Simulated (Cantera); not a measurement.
Input (Python, Cantera):

```python
import numpy as np
import cantera as ct

gas = ct.Solution("gri30.yaml")
gas.TPX = 675, 130000, {'C2H4': 1, 'O2': 5.88, 'N2': 29.4, 'CO2': 0.13}
inlet = ct.Reservoir(gas, clone=True)
gas.equilibrate("HP")  # start burning
reactor = ct.IdealGasConstPressureReactor(gas, energy="on", clone=False)
exhaust = ct.Reservoir(gas, clone=True)
tau = [0.031, 0.019, 0.011, 0.0064, 0.0038, 0.0022, 0.0013, 0.00077, 0.00046, 0.00027, 0.00016, 9.3e-05][0]
for a, b in ((inlet, reactor), (reactor, exhaust)):
    ct.MassFlowController(a, b, mdot=lambda t: reactor.mass / tau)
net = ct.ReactorNet([reactor])
show = ['C2H4', 'O2', 'CH2CO', 'C2H2', 'HO2', 'NO', 'HCN']

rows = []
print(f"{'tau/s':>10s}{'T/K':>9s}" + "".join(f"{s:>11s}" for s in show))
for tau in [0.031, 0.019, 0.011, 0.0064, 0.0038, 0.0022, 0.0013, 0.00077, 0.00046, 0.00027, 0.00016, 9.3e-05]:
    net.initial_time = 0.0
    net.advance(30 * tau)
    before = gas.X
    net.advance(40 * tau)
    drift = np.max(np.abs(gas.X - before) / (gas.X + 1e-9))
    rows.append([gas.T, *gas[show].X, drift])
    print(f"{tau:10.3e}{gas.T:9.1f}" + "".join(f"{x:11.3e}" for x in gas[show].X))
```

Result:

```
     tau/s      T/K       C2H4         O2      CH2CO       C2H2        HO2         NO        HCN
 3.100e-02   1685.8  1.007e-05  7.912e-02  6.670e-06  1.917e-06  3.313e-06  1.227e-05  3.492e-09
 1.900e-02   1681.6  1.313e-05  7.919e-02  8.961e-06  2.157e-06  4.405e-06  1.093e-05  3.867e-09
 1.100e-02   1675.3  1.765e-05  7.931e-02  1.234e-05  2.454e-06  6.013e-06  9.471e-06  4.400e-09
 6.400e-03   1666.8  2.371e-05  7.950e-02  1.678e-05  2.796e-06  8.106e-06  8.227e-06  5.257e-09
 3.800e-03   1655.9  3.172e-05  7.978e-02  2.235e-05  3.195e-06  1.070e-05  7.291e-06  6.707e-09
 2.200e-03   1640.6  4.365e-05  8.023e-02  2.999e-05  3.737e-06  1.416e-05  6.570e-06  9.391e-09
 1.300e-03   1621.2  6.071e-05  8.089e-02  3.974e-05  4.462e-06  1.842e-05  6.018e-06  1.381e-08
 7.700e-04   1596.1  8.734e-05  8.188e-02  5.299e-05  5.549e-06  2.391e-05  5.427e-06  2.100e-08
 4.600e-04   1564.3  1.318e-04  8.339e-02  7.197e-05  7.332e-06  3.128e-05  4.612e-06  3.212e-08
 2.700e-04   1521.6  2.216e-04  8.584e-02  1.045e-04  1.097e-05  4.301e-05  3.391e-06  4.986e-08
 1.600e-04   1464.1  4.458e-04  8.996e-02  1.727e-04  2.057e-05  6.562e-05  1.860e-06  7.555e-08
 9.300e-05    675.0  2.746e-02  1.615e-01 -1.959e-17 -2.372e-18 -6.137e-18 -1.029e-21 -7.209e-22
```

Computed with Cantera and GRI-Mech 3.0 (53 species, 325 reactions). GRI-Mech 3.0 was tuned for natural gas; its chemistry of ethylene as a main component is partial and can be far from experiment.
